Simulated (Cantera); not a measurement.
Cantera with NASA thermochemical tables; ideal gases at 1 bar, condensed phases pure. Values are per mole of reaction as written; species without (g) are pure solids or liquids, kept so even where they would boil at 1 bar.

### Question
Between 550 and 1300 K, where is each reaction favourable under standard conditions?
- 2 SiCl4(g) + Si2C(g) → C + 4 SiCl2(g)

### Answer
- 2 SiCl4(g) + Si2C(g) → C + 4 SiCl2(g): ΔG° is -8 kJ at 550 K and -164 kJ at 1300 K; it stays negative (K > 1). ΔH° is 97 kJ and ΔS° 200 J/K at 1300 K.
